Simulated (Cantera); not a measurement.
# Stirred combustor or abatement burner

A perfectly stirred reactor is fed with CH4 : CO : O2 : N2 : H2O = 1 : 0.38 : 1.56 : 9.23 : 0.8 (molar parts), at 100000 Pa; it is adiabatic with a 500 K inlet, and is followed from long to short residence time, starting on the burning branch (τ in s: 0.28, 0.12, 0.049, 0.021, 0.0088, 0.0037, 0.0016, 0.00067, 0.00028, 0.00012, 5.1e-05, 2.1e-05, 9e-06).

Computed with Cantera and GRI-Mech 3.0 (53 species, 325 reactions).

```
τ (s)    T (K)    x CH4    x CO      x O2    x HO2       x H
-------  -----  -------  ------  --------  -------  --------
0.28      1713  0.00238  0.0441  0.000550  9.35e-8   8.22e-5
0.12      1709  0.00260  0.0441  0.000954  1.95e-7  0.000109
0.049     1700  0.00278  0.0449   0.00167  4.25e-7  0.000151
0.021     1685  0.00301  0.0466   0.00284  9.07e-7  0.000204
0.0088    1654  0.00357  0.0500   0.00527  2.16e-6  0.000260
0.0037     500   0.0771  0.0293     0.120   <1e-12    <1e-12
0.0016     500   0.0771  0.0293     0.120   <1e-12    <1e-12
0.00067    500   0.0771  0.0293     0.120   <1e-12    <1e-12
0.00028    500   0.0771  0.0293     0.120   <1e-12    <1e-12
0.00012    500   0.0771  0.0293     0.120   <1e-12    <1e-12
5.1e-5     500   0.0771  0.0293     0.120   <1e-12    <1e-12
2.1e-5     500   0.0771  0.0293     0.120   <1e-12    <1e-12
9.0e-6     500   0.0771  0.0293     0.120   <1e-12    <1e-12
```
x: mole fraction; the columns are a selection and need not sum to one.
